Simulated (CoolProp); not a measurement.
Vapour-liquid equilibrium of 1-butene (1) + n-butane (2) at 0.0121 MPa; x and y are mole fractions of (1).

Computed with CoolProp (multi-fluid Helmholtz-energy mixture model, Lemmon 2005 and Bücker 2006; pair parameters Bell 2016).

| x | bubble temperature (°C) | y at the bubble point | dew temperature at overall composition x (°C) | liquid density (mol/L) |
|---|---|---|---|---|
| 0.05 | -46.1 | 0.066 | -46.1 | 11.18 |
| 0.2 | ___ | 0.252 | ___ | 11.31 |
| 0.35 | -47.8 | 0.421 | -47.5 | 11.44 |
| 0.5 | -48.6 | 0.572 | -48.2 | 11.57 |
| 0.65 | -49.3 | 0.708 | -49.0 | 11.70 |
| 0.8 | -49.8 | 0.835 | -49.7 | ___ |
| 0.95 | -50.3 | 0.959 | -50.3 | 11.97 |

Question: What belongs in the gaps?

Answer: 
- 0.2, bubble temperature (°C): -47.0
- 0.2, dew temperature at overall composition x (°C): -46.7
- 0.8, liquid density (mol/L): 11.83

No azeotrope shows between x = 0.05 and 0.95.

The pair parameters rest on a limited set of measurements; away from them the model extrapolates.
